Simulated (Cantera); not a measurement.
A perfectly stirred reactor is fed with H2 : O2 : N2 = 0.2 : 1 : 0.12 (molar parts), at 3600 Pa; it is held at 1350 K, and followed from long to short residence time.

Model: the H2/O2 subset of GRI-Mech 3.0, which has no nitrogen chemistry, integrated in Cantera. Radical loss at walls, strong at low pressure, is not modelled. The temperature is held fixed by assumption; the heat of reaction is taken as removed at once.

Q: What does this change do: H2 0.2 to 0.12 parts?

A: 
| quantity | before | after |
|---|---|---|
| x(H2) at τ = 8.60 s | 5.12e-5 | 3.35e-5 |
| x(O2) at τ = 8.60 s | 0.737 | 0.796 |
| x(H2O) at τ = 8.60 s | 0.163 | 0.101 |
| x(O) at τ = 8.60 s | 0.000306 | 0.000325 |
| x(H) at τ = 8.60 s | 1.16e-5 | 9.24e-6 |
| x(H2) at τ = 38.0 ms | 0.00164 | 0.00101 |
| x(O2) at τ = 38.0 ms | 0.725 | 0.784 |
| x(H2O) at τ = 38.0 ms | 0.157 | 0.0967 |
| x(O) at τ = 38.0 ms | 0.0109 | 0.0110 |
| x(H) at τ = 38.0 ms | 0.00250 | 0.00186 |
